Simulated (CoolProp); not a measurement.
Vapour-liquid equilibrium of m-xylene (1) + n-decane (2) at 414.8 K; x and y are mole fractions of (1).

Computed with CoolProp (multi-fluid Helmholtz-energy mixture model, Zhou 2012 and Lemmon 2006; pair parameters Bell 2016).

**Question.** Give the bubble pressure and the first vapour's composition at x = 0.05, 0.15, 0.65. Is there an azeotrope?

**Answer.** x = 0.05: 0.04471 MPa, y = 0.126; x = 0.15: 0.05190 MPa, y = 0.321; x = 0.65: 0.08520 MPa, y = 0.821. No azeotrope shows between x = 0.05 and 0.95.

The pair parameters rest on a limited set of measurements; away from them the model extrapolates.
